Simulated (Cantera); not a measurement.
A perfectly stirred reactor is fed with H₂ : O₂ : N₂ = 1 : 1.11 : 4.18 (molar parts), equivalence ratio 0.45, at 1.50 bar; it is adiabatic with a 523 K inlet, and is followed from long to short residence time, starting on the burning branch (τ in s: 0.19, 0.083, 0.037, 0.016, 0.0073, 0.0033, 0.0015, 0.00065, 0.00029, 0.00013, 5.8e-05, 2.6e-05, 1.1e-05).

Detailed kinetics in Cantera: the H2/O2 subset of GRI-Mech 3.0, which has no nitrogen chemistry.

**Question.** What does this change do: H2 1 to 0.69 parts?

**Answer.** 
```tsv
quantity	before	after
blow-out, bracketed by the residence times tried	burning at 26.0 µs, out at 11.0 µs	burning at 0.130 ms, out at 58.0 µs
x(H₂) at τ = 0.190 s	6.39e-5	6.81e-5
x(O₂) at τ = 0.190 s	0.105	0.136
x(H) at τ = 0.190 s	4.09e-6	1.62e-6
x(O) at τ = 0.190 s	5.75e-5	2.70e-5
x(HO₂) at τ = 0.190 s	1.39e-6	3.21e-6
x(H₂) at τ = 1.50 ms	0.00149	0.00167
x(O₂) at τ = 1.50 ms	0.104	0.136
x(H) at τ = 1.50 ms	0.000460	0.000198
x(O) at τ = 1.50 ms	0.00133	0.000690
x(HO₂) at τ = 1.50 ms	2.07e-5	4.57e-5
```

**Question.** What does this change do: pressure from 1.50 bar to 0.710 bar?

**Answer.** 
```json
[
 {"quantity": "blow-out, bracketed by the residence times tried", "before": "burning at 26.0 µs, out at 11.0 µs", "after": "burning at 58.0 µs, out at 26.0 µs"},
 {"quantity": "x(H₂) at τ = 0.190 s", "before": "6.39e-5", "after": "0.000138"},
 {"quantity": "x(O₂) at τ = 0.190 s", "before": "0.105", "after": "0.105"},
 {"quantity": "x(H) at τ = 0.190 s", "before": "4.09e-6", "after": "1.64e-5"},
 {"quantity": "x(O) at τ = 0.190 s", "before": "5.75e-5", "after": "0.000150"},
 {"quantity": "x(HO₂) at τ = 0.190 s", "before": "1.39e-6", "after": "1.52e-6"},
 {"quantity": "x(H₂) at τ = 1.50 ms", "before": "0.00149", "after": "0.00310"},
 {"quantity": "x(O₂) at τ = 1.50 ms", "before": "0.104", "after": "0.104"},
 {"quantity": "x(H) at τ = 1.50 ms", "before": "0.000460", "after": "0.00186"},
 {"quantity": "x(O) at τ = 1.50 ms", "before": "0.00133", "after": "0.00332"},
 {"quantity": "x(HO₂) at τ = 1.50 ms", "before": "2.07e-5", "after": "1.97e-5"}
]
```
